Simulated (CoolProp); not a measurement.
A single-stage vapour-compression cycle with C3F8 (R218): evaporating at 203.15 K (dew point), condensing at 244.15 K (bubble point), superheat 5 K, subcooling 2 K, compressor efficiency 0.7, no pressure losses. Each further row changes one setting.

Model: reference Helmholtz-energy equation of state, Lemmon 2006, in CoolProp. It is a short technical equation, of lower accuracy than the large ones.

```csv
case,cooling COP,pressure ratio,discharge temperature (K),refrigerating effect (kJ/kg),volumetric capacity (kJ/m³)
as stated,2.82,8.49,254.5,82.6,153
evaporating temperature 208.15 K,3.39,6.20,253.1,(withheld),212
condensing temperature 239.15 K,(withheld),6.85,249.7,87.5,162
subcooling 7 K,2.98,8.49,254.5,87.5,162
superheat 15 K,(withheld),8.49,265.1,(withheld),157
compressor efficiency 0.6,2.41,8.49,(withheld),82.6,153
```

**Question.** Complete the blanks.

**Answer.** 
- evaporating temperature 208.15 K, refrigerating effect (kJ/kg): 85.7
- condensing temperature 239.15 K, cooling COP: 3.33
- superheat 15 K, cooling COP: 2.89
- superheat 15 K, refrigerating effect (kJ/kg): 89.1
- compressor efficiency 0.6, discharge temperature (K): 261.0
